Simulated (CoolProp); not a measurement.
The numbers come from the reference Helmholtz-energy equation of state, Wagner 2002 in CoolProp.

Give the vapour pressure (MPa), surface tension (mN/m), vapour viscosity (µPa s) of saturated water at 220.65 °C.


```
T (°C)  p (MPa)  surface tension (mN/m)  vapour viscosity (µPa s)
------  -------  ----------------------  ------------------------
220.65     2.35                    32.7                      16.4
```

Viscosity comes from a separate model (Huber 2009). Surface tension comes from a separate correlation (Mulero 2012).
